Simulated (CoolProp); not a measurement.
Vapour-liquid equilibrium of benzene (1) + toluene (2) at 146.45 °C; x and y are mole fractions of (1).

The numbers come from the multi-fluid Helmholtz-energy mixture model, Thol 2012 and Lemmon 2006; pair parameters Bell 2016 in CoolProp.

| x | bubble pressure (MPa) | y at the bubble point | dew pressure at overall composition x (MPa) | liquid density (mol/L) |
|---|---|---|---|---|
| 0.05 | 0.2675 | 0.094 | 0.2609 | 8.101 |
| 0.2 | 0.3088 | 0.331 | 0.2845 | 8.286 |
| 0.35 | 0.3510 | 0.515 | 0.3128 | 8.477 |
| 0.5 | 0.3939 | 0.663 | 0.3471 | 8.675 |
| 0.65 | 0.4374 | 0.785 | 0.3896 | 8.881 |
| 0.8 | 0.4815 | 0.887 | 0.4434 | 9.096 |
| 0.95 | 0.5263 | 0.974 | 0.5133 | 9.320 |

No azeotrope shows between x = 0.05 and 0.95.

The pair parameters rest on a limited set of measurements; away from them the model extrapolates.
